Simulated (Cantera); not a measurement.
A freely propagating, adiabatic, planar premixed flame of CH4 : O2 : N2 : H2O = 1 : 1.82 : 5.64 : 0.21 (molar parts), equivalence ratio 1.1, unburnt at 300 K and 1.00 atm; unity-Lewis-number transport, grid criteria slope 0.08 and curve 0.16, no radiation.

Model: GRI-Mech 3.0 (53 species, 325 reactions), integrated in Cantera. Unity Lewis numbers drop preferential diffusion, which matters most where H2 and H carry the flame. Burning velocities carry a grid error of a few per cent, more on coarse grids.

Question: Predict: laminar burning velocity; thermal thickness; peak x(H); peak x(CH3).

Answer: 
| Property | Value |
|---|---|
| laminar burning velocity | 35.1 cm/s |
| thermal thickness | 0.441 mm |
| peak x(H) | 0.0113 |
| peak x(CH3) | 0.00264 |
